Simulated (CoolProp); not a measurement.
The fluid at 502.43 K and 0.122 MPa is compressed adiabatically to 0.547 MPa with isentropic efficiency 0.85. The same conditions are run with several fluids, on thermodynamics alone (safety and materials aside).

The numbers come from the reference Helmholtz-energy equation of state of each fluid (propylene glycol: Eisenbach 2021; hexamethyldisiloxane (MM): Thol 2016; dry air: Lemmon 2000; n-heptane: Span 2003) in CoolProp. Blends and air are pseudo-pure fits.

```
fluid                      work (kJ/kg)  final temperature (K)  final density (kg/m³)
-------------------------  ------------  ---------------------  ---------------------
propylene glycol                   96.6             (withheld)                   9.83
hexamethyldisiloxane (MM)          43.8             (withheld)                   22.6
dry air                             315                  798.7             (withheld)
n-heptane                    (withheld)             (withheld)                   13.4
```

Problem. Some entries are withheld; supply them.

Solution. 
- propylene glycol, final temperature (K): 542.5
- hexamethyldisiloxane (MM), final temperature (K): 527.5
- dry air, final density (kg/m³): 2.38
- n-heptane, work (kJ/kg): 72.3
- n-heptane, final temperature (K): 534.0
